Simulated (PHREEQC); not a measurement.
Make-up at 50 °C: 0.24 mol KH2PO4 per kg of water. Closed to the air; pH follows from the charge balance.

All values are PHREEQC results (ion-association model, phreeqc.dat), not measurements.

No solid was allowed to form.

Q: What pH, density, activity of water does the model give?

A: pH 4.40; density 1.010 g/cm³; activity of water 0.992.

Complexes and solids missing from the database can't appear. Constants without temperature data keep their 25 °C values here.
